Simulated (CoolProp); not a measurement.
Dodecamethylpentasiloxane (MD3M) at several states: Z from the reference equation and from simpler models built on Tc = 628.0 K, pc = 0.9540 MPa, ω = 0.730; each cubic takes its own stable root.

Values from CoolProp's reference Helmholtz-energy equation of state, Thol 2019.

| T (K) | p (MPa) | phase | reference | Redlich-Kwong | Soave-Redlich-Kwong |
|---|---|---|---|---|---|
| 582.2 | 1.4 | liquid | 0.2013 | 0.2511 | 0.2325 |
| 492.9 | 0.52 | liquid | 0.07292 | [?] | [?] |
| 414.1 | 0.0296 | liquid | [?] | 0.9655 | [?] |

Problem. What belongs in the gaps?

Solution. 
- 492.9, Redlich-Kwong: 0.09183
- 492.9, Soave-Redlich-Kwong: 0.08201
- 414.1, reference: 0.004381
- 414.1, Soave-Redlich-Kwong: 0.004962

At some of these states Redlich-Kwong gives the other phase, because its saturation line lies elsewhere.
